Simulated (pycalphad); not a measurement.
Source of the numbers: pycalphad with the COST 507 light-alloy database (1999); pressure 1 atm. The data set is of 1999 and partly superseded.

Molar enthalpy of Al-6.05Si-0.68Mn (at.%) in equilibrium (SER reference):

```csv
T (K),H (kJ/mol),phases
1850,58.80,liquid
1775,56.43,liquid
1700,54.06,liquid
1625,51.69,liquid
1550,49.32,liquid
1475,46.95,liquid
1400,44.58,liquid
1325,42.21,liquid
1250,39.85,liquid
1175,37.48,liquid
1100,35.12,liquid
1025,32.76,liquid
975,31.19,liquid
950,30.40,liquid
875,23.49,liquid + fcc + ALMNSI_ALPHA
825,14.14,fcc + diamond (Si) + ALMNSI_ALPHA
800,13.26,fcc + diamond (Si) + ALMNSI_ALPHA
725,10.78,fcc + diamond (Si) + ALMNSI_ALPHA
650,8.49,fcc + diamond (Si) + ALMNSI_ALPHA
575,6.32,fcc + diamond (Si) + ALMNSI_ALPHA
500,4.26,fcc + diamond (Si) + ALMNSI_ALPHA
```

Cooling from 950 K to 825 K, across the freezing range, releases 16.3 kJ/mol, or 597 J/g. The slope is 31 J/(mol K) in the liquid and 35 J/(mol K) just below the solidus, where it includes any heat of precipitation. Liquidus 932 K, solidus 850 K. Changes were sought between steps of 25 K, so a narrower field can be missed.

Database names, with the compositions (at.%) that they take in these runs: ALMNSI_ALPHA: Al 70 Mn 17 Si 12.
